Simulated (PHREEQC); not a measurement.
Synthetic water in mg/kgw, 25 °C, pH 8.8, pe 9.6: Na 23.4; K 0.0124; Ca 8.86; Mg 5.64; Cl 23; S(6) as SO4 6.5; Alkalinity as HCO3 27; Pb 0.238.

Valence states are taken as typed.

Equilibrium calculation in PHREEQC: ion-association model, phreeqc.dat.

Question: The ionic strength comes out as 0.00207 mol/kgw. What activity coefficients do HCO3-, SO4-2, Na+, Ca+2, Cl- get?

Answer: HCO3- 0.95, SO4-2 0.82, Na+ 0.95, Ca+2 0.82, Cl- 0.95.

No solid was allowed to form. Examples of supersaturated solids here: Pb(OH)2. Others may be too. Complexes and solids missing from the database can't appear.
